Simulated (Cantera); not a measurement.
## Dilute partial oxidation

A perfectly stirred reactor is fed with CH3OH : O2 : N2 = 0.02 : 0.0093 : 1 (molar parts), at 1.00 bar; it is held at 1273 K, and followed from long to short residence time.

Model: GRI-Mech 3.0 (53 species, 325 reactions), integrated in Cantera. GRI-Mech 3.0 was tuned for natural gas; its chemistry of methanol as a main component is partial and can be far from experiment.

```csv
τ (s),x CH3OH,x O2,x C2H,x HCN,x CO2,x H2O,x CH2O
0.98,7.28e-6,0.000109,4.08e-12,7.15e-8,0.00362,0.0138,4.64e-6
0.40,1.33e-5,0.000189,6.02e-12,9.92e-8,0.00317,0.0142,8.46e-6
0.16,2.50e-5,0.000328,7.89e-12,1.25e-7,0.00266,0.0144,1.59e-5
0.065,4.87e-5,0.000553,8.57e-12,1.32e-7,0.00215,0.0145,3.08e-5
0.026,0.00120,0.00222,<1e-12,2.17e-10,0.00204,0.0110,0.000712
0.011,0.00261,0.00280,<1e-12,1.57e-10,0.00150,0.0104,0.00141
0.0042,0.00510,0.00367,<1e-12,1.20e-10,0.000836,0.00923,0.00237
0.0017,0.00925,0.00517,<1e-12,5.41e-11,0.000303,0.00666,0.00325
0.00069,0.0194,0.00902,<1e-12,<1e-12,6.38e-7,7.42e-6,2.02e-5
```
x: mole fraction; the columns are a selection and need not sum to one.
